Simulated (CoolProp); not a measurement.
The numbers come from the reference Helmholtz-energy equation of state, Setzmann 1991 in CoolProp.

Question: For methane, give the phase and the cv (kJ/(kg K)), speed of sound (m/s), viscosity (µPa s) at 161.2 K and 6.13 MPa; 161.2 K and 16.9 MPa; 161.2 K and 18.4 MPa.

Answer: 
- 161.2 K and 6.13 MPa: liquid; cv 1.90, speed of sound 895, viscosity 52.3
- 161.2 K and 16.9 MPa: liquid; cv 1.92, speed of sound 1080, viscosity 62.2
- 161.2 K and 18.4 MPa: liquid; cv 1.92, speed of sound 1090, viscosity 63.5

Viscosity comes from a separate model (Quiñones-Cisneros 2006).
